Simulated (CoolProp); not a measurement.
Vapour-liquid equilibrium of cyclopentane (1) + octamethylcyclotetrasiloxane (D4) (2) at 373.2 K; x and y are mole fractions of (1).

Computed with CoolProp (multi-fluid Helmholtz-energy mixture model, Gedanitz 2015 and Thol 2015; pair parameters Bell 2016).

| x | bubble pressure, mixture model (MPa) | bubble pressure, Raoult's law (MPa) | y, mixture model | y, Raoult's law |
|---|---|---|---|---|
| 0.05 | 0.02178 | 0.02918 | 0.613 | 0.715 |
| 0.125 | 0.04258 | 0.05981 | 0.814 | 0.872 |
| 0.2 | 0.06501 | 0.09044 | 0.887 | 0.923 |
| 0.275 | 0.08922 | 0.1211 | 0.925 | 0.948 |
| 0.35 | 0.1153 | 0.1517 | 0.947 | 0.962 |
| 0.425 | 0.1434 | 0.1823 | 0.962 | 0.972 |
| 0.5 | 0.1735 | 0.2130 | 0.973 | 0.979 |
| 0.575 | 0.2057 | 0.2436 | 0.981 | 0.985 |
| 0.65 | 0.2400 | 0.2742 | 0.986 | 0.989 |
| 0.725 | 0.2764 | 0.3049 | 0.991 | 0.992 |
| 0.8 | 0.3146 | 0.3355 | 0.994 | 0.995 |
| 0.875 | 0.3539 | 0.3661 | 0.997 | 0.997 |
| 0.95 | 0.3929 | 0.3968 | 0.999 | 0.999 |

The largest gap from Raoult's law is -28.8 % in bubble pressure, at x = 0.125. No azeotrope shows between x = 0.05 and 0.95.

The pair parameters rest on a limited set of measurements; away from them the model extrapolates.
